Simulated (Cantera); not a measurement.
Feed: 1 mol SiCl4, 0.83 mol NH3, held at 1775 K and 1.00 Torr.

Cantera equilibrium calculation (NASA polynomials, part measured and part estimated; ideal gas, pure solids and liquids). Candidate condensed phases: NH4Cl, Si, Si3N4; 28 gas species. The tables' values for SiCl3, SiCl are old estimates; treat these amounts as uncertain. Rates play no part.

Base state: HCl 0.523, SiCl2 0.262, N2 0.113, H2 0.0771, Cl 0.0115, SiCl3 0.0102, H 0.00220, SiCl4 0.000668 (mole fractions); condensed: gas only.

Question: What changes in the equilibrium state with this change: NH3 from 0.83 to 22 mol?

Answer: 
| species | before | after |
|---|---|---|
| H2 | 0.0771 | 0.682 |
| N2 | 0.113 | 0.238 |
| HCl | 0.523 | 0.0561 |
| SiCl2 | 0.262 | 0.0148 |
| SiCl3 | 0.0102 | 2.07e-5 |
| Cl | 0.0115 | 0.000413 |
| SiCl4 | 0.000668 | 4.89e-8 |
| Si2N | 8.45e-9 | 2.31e-5 |
| SiH2 | 4.44e-8 | 1.71e-5 |
| SiHCl3 | 2.32e-5 | 1.40e-7 |
| SiH | 4.71e-7 | 6.09e-5 |
| Si(l), mol | 0 | 0.213 |
The tables' values for SiCl, SiCl3, SiN are old estimates; treat these amounts as uncertain. Gases not in the tables: Si2H6 and higher silanes.

Question: What changes in the equilibrium state with this change: NH3 from 0.83 to 4.1 mol?

Answer: 
```tsv
species	before	after
H2	0.0771	0.500
N2	0.113	0.200
HCl	0.523	0.195
SiCl2	0.262	0.0957
SiCl3	0.0102	0.000544
Cl	0.0115	0.00168
SiCl4	0.000668	5.23e-6
SiH	4.71e-7	2.05e-5
Si	3.79e-5	0.000647
SiHCl3	2.32e-5	3.16e-6
H	0.00220	0.00561
```
The tables' values for SiCl, SiCl3 are old estimates; treat these amounts as uncertain.
